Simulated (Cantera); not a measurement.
Input: 1 mol Fe3O4, 9.3 mol CO, 8.2 mol H2, at 2398.15 K and 3000 Pa.

These are equilibrium values from Cantera (NASA tables, ideal gas, pure condensed phases), not measurements of a reactor. Candidate condensed phases: C, C6H6, C7H8, C8H18, Fe, Fe(CO)5, FeO, Fe(OH)2, Fe(OH)3, Fe2O3, Fe3O4, H2O; 114 gas species. The numbers say what is thermodynamically allowed, not how fast it happens.

Base state: CO 0.401, H2 0.227, H2O 0.139, Fe 0.139, H 0.0434, CO2 0.0416, OH 0.00487, FeO 0.00374 (mole fractions); condensed: gas only.

Q: What changes in the equilibrium state with this change: H2 from 8.2 to 0.34 mol?

A: 
```csv
species,before,after
CO,0.401,0.627
CO2,0.0416,0.194
Fe,0.139,0.129
H2,0.227,0.00861
H2O,0.139,0.0158
H,0.0434,0.00844
FeO,0.00374,0.0104
O2,0.000158,0.00141
Fe(OH)2,8.52e-5,2.69e-5
"FeO(l), mol",0,1.42
```
The tables' stoichiometric FeO is somewhat more stable than real wüstite, so its field is too wide. FeO: taken at fixed stoichiometry.
